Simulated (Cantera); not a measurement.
An isothermal plug-flow reactor at 600 K and 1.00 atm (inlet), inlet velocity 0.34 m/s, active area per volume 660 1/m; feed 1.35 % H2, 7.04 % O2, 81.8 % N2, 9.83 % H2O, equivalence ratio 0.096.

Detailed kinetics in Cantera: Deutschmann's 1995 Pt surface mechanism with GRI-Mech 3.0 gas chemistry. Catalytic surfaces can have several steady states; this one follows from the mechanism file's or the stated starting coverage. Mass transfer to the wall is taken as infinitely fast.

One state of this run: x H2 = 0.00305; x O2 = 0.0655; x H2O = 0.109; θ free Pt = 0.0763; θ O* = 0.886; θ OH* = 0.0375. x: gas mole fraction; θ: surface coverage.

Question: Which value of z (m) does it belong to?
A. 0.0018
B. 0.0056
C. 0.0099
D. 0.00018

Answer: D, 0.00018
